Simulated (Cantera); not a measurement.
Cantera run, input and output.

```python
import numpy as np
import cantera as ct

gas = ct.Solution("gri30.yaml")
gas.TPX = 1800, 1600000, {'CH4': 1, 'CO2': 0.96, 'H2': 1.2}
reactor = ct.IdealGasConstPressureReactor(gas, energy="off", clone=False)
net = ct.ReactorNet([reactor])
net.rtol, net.atol = 1e-08, 1e-18
show = ['CH4', 'CO2', 'H2', 'CO', 'C2H4']
times = np.geomspace(0.0002, 20, 12)

steps = ct.SolutionArray(gas, extra=["t"])
rows = []
print(f"{'t/s':>10s}{'T/K':>9s}{'P/Pa':>11s}" + "".join(f"{s:>11s}" for s in show))
for t in times:
    while net.time < t:
        t_next = net.step()
        steps.append(gas.state, t=t_next)
    rows.append([np.interp(t, steps.t, y) for y in (steps.T, steps.P, *steps(*show).X.T)])
    print(f"{t:10.3e}{rows[-1][0]:9.1f}{rows[-1][1]:11.4g}" + "".join(f"{x:11.3e}" for x in rows[-1][2:]))
rate = np.gradient(steps.T, steps.t)
print("integrator steps:", len(steps.t))
if steps.T.max() > steps.T[0] + 200:
    print(f"time of steepest temperature rise: {steps.t[rate.argmax()]:.4e} s")
gas.TPX = 1800, 1600000, {'CH4': 1, 'CO2': 0.96, 'H2': 1.2}
gas.equilibrate("TP")
print(f"equilibrium (TP): T = {gas.T:.1f} K  " + "  ".join(f"{s} {gas[s].X[0]:.3e}" for s in show))
```

Result:

```
       t/s      T/K       P/Pa        CH4        CO2         H2         CO       C2H4
 2.000e-04   1800.0    1.6e+06  2.684e-01  2.636e-01  3.863e-01  3.141e-02  7.282e-03
 5.696e-04   1800.0    1.6e+06  2.078e-01  2.023e-01  3.908e-01  7.937e-02  8.426e-03
 1.622e-03   1800.0    1.6e+06  1.269e-01  1.037e-01  3.819e-01  1.613e-01  9.924e-03
 4.620e-03   1800.0    1.6e+06  7.380e-02  3.732e-02  3.831e-01  2.230e-01  1.081e-02
 1.316e-02   1800.0    1.6e+06  6.464e-02  2.782e-02  4.112e-01  2.493e-01  9.746e-03
 3.748e-02   1800.0    1.6e+06  6.027e-02  2.132e-02  4.545e-01  2.852e-01  7.185e-03
 1.067e-01   1800.0    1.6e+06  5.020e-02  1.344e-02  5.065e-01  3.235e-01  4.131e-03
 3.040e-01   1800.0    1.6e+06  3.618e-02  7.068e-03  5.521e-01  3.513e-01  1.839e-03
 8.658e-01   1800.0    1.6e+06  2.309e-02  3.192e-03  5.838e-01  3.666e-01  6.768e-04
 2.466e+00   1800.0    1.6e+06  1.401e-02  1.207e-03  6.022e-01  3.737e-01  2.352e-04
 7.022e+00   1800.0    1.6e+06  9.261e-03  3.425e-04  6.110e-01  3.766e-01  1.001e-04
 2.000e+01   1800.0    1.6e+06  7.855e-03  1.062e-04  6.135e-01  3.774e-01  7.146e-05
integrator steps: 1641
equilibrium (TP): T = 1800.0 K  CH4 7.812e-03  CO2 9.909e-05  H2 6.136e-01  CO 3.774e-01  C2H4 7.066e-05
```

Cantera simulation using GRI-Mech 3.0 (53 species, 325 reactions); the numbers are that mechanism's predictions, not measurements. The pressure lies above the range GRI-Mech 3.0 was tuned for (to about 10 atm).
